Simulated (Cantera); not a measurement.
Input (Python, Cantera) and output of one run.

```python
import numpy as np
import cantera as ct

gas_names = """
    N NO NO2 NO3 N2 N2O O O2 O3 S SN SO SO2 SO3 S2 S2O S8
""".split()
cond_names = """
    S(cr1) S(cr2) S(L)
""".split()


# ... load() reads the species with a 1 bar reference pressure and builds the phases ...
atoms = {
    'N2O': {'N': 2, 'O': 1},
    'SO2': {'S': 1, 'O': 2},
    'N2': {'N': 2},
}
top_T = {}  # K; cautious upper limits of use, not melting points


# ... equilibrate(T, P, feed) seeds the gas with the atoms and calls Mixture.equilibrate('TP', solver="vcs", rtol=1e-11, max_steps=5000) ...
results = []
feed = {'N2O': 1, 'SO2': 0.026, 'N2': 1.1}  # mol
T = 1298  # K
P = 100000  # Pa
mix = equilibrate(T, P, feed)
results.append((T, P, feed, dict(zip(mix.species_names, mix.species_moles))))
print(gas.report(threshold=0.001))
for i in range(1, mix.n_phases):
    print(f"{mix.phase(i).name:16s} {mix.phase_moles(i):12.5e} mol")
```

Result:

```
       temperature   1298 K
          pressure   1e+05 Pa
           density   0.26998 kg/m^3
  mean mol. weight   29.137 kg/kmol
   phase of matter   gas

                          1 kg             1 kmol
                     ---------------   ---------------
          enthalpy        9.9577e+05        2.9014e+07  J
   internal energy        6.2537e+05        1.8221e+07  J
           entropy            8418.5        2.4529e+05  J/K
    Gibbs function       -9.9314e+06       -2.8937e+08  J
 heat capacity c_p            1188.4             34625  J/K
 heat capacity c_v               903             26311  J/K

                      mass frac. Y      mole frac. X     chem. pot. / RT
                     ---------------   ---------------   ---------------
                N2           0.76889           0.79971           -25.802
                O2           0.20867           0.19001           -28.986
               SO2          0.020658         0.0093965           -65.963
     [  +14 minor]         0.0017848        0.00088541

S(L)              0.00000e+00 mol
```

These are equilibrium values from Cantera (NASA tables, ideal gas, pure condensed phases), not measurements of a reactor.
